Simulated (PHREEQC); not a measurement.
0.013 g of hydrous ferric oxide (600 m²/g; 0.2 weak and 0.005 strong sites per Fe, Dzombak-Morel constants, diffuse double layer) in 1 kg of water with 0.01 mol/kgw of an inert sodium salt and 1.7e-07 mol/kgw CuSO4 and 1.4e-07 mol/kgw Ag2SO4, at 25 °C; the pH is set by adding NaOH or the inert anion's acid. Oxygen is held at 0.21 atm. The system is closed to CO2. No solid was allowed to form.

The series has 13 steps of pH, from 3 to 11.

The numbers come from PHREEQC with the ion-association model, wateq4f.dat.

Near which pH is half of the S sorbed, and on which side is more sorbed?

Near pH 5.8, with more sorbed at lower pH.

Near which pH is half of the Cu sorbed, and on which side is more sorbed?

Near pH 5.6, with more sorbed at higher pH.

Near which pH is half of the Ag sorbed, and on which side is more sorbed?

Near pH 8.2, with more sorbed at higher pH.

The database's constant for dissolved Cu(OH)2 is higher than later reviews accept. The oxide is taken as insoluble; below pH 4 it would dissolve.
